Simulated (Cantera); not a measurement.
A closed system holds: 1 mol Fe2O3, 0.66 mol CO, at 1225 K and 10.0 mbar.

Method: chemical equilibrium by Gibbs-energy minimisation in Cantera with the NASA 1993 tables (ideal gas, pure condensed phases). Candidate condensed phases: C, Fe, Fe(CO)5, FeO, Fe2O3, Fe3O4; 15 gas species. Mutual solubility and eutectic melting of coexisting phases are not modelled. The tables' stoichiometric FeO is somewhat more stable than real wüstite, so its field is too wide. FeO: taken at fixed stoichiometry. Kinetics and transport are ignored.

Base state: CO2 0.949, CO 0.0512 (mole fractions); condensed: FeO(s) + Fe3O4(s).

Question: What changes in the equilibrium state with this change: Fe2O3 replaced by SiO2?

Answer: 
```csv
species,before,after
CO,0.0512,1.000
CO2,0.949,0.000134
"FeO(s), mol",0.879,0
"Fe3O4(s), mol",0.374,0
"C(graphite), mol",0,8.83e-5
"SiO2(β-quartz), mol",0,1.00
```
The tables hold silica as quartz up to 1696 K and as liquid above; real silica turns to tridymite and cristobalite and melts near 1996 K. Further candidate phases: Si, SiC, SiO2.

Question: What changes in the equilibrium state with this change: Fe2O3 replaced by CuO?

Answer: 
```csv
species,before,after
CO2,0.949,1.000
CO,0.0512,7.58e-5
O2,<1e-9,1.68e-5
"FeO(s), mol",0.879,0
"Fe3O4(s), mol",0.374,0
"Cu(s), mol",0,0.320
"Cu2O(s), mol",0,0.340
```
Further candidate phases: Cu, CuO, Cu2O.
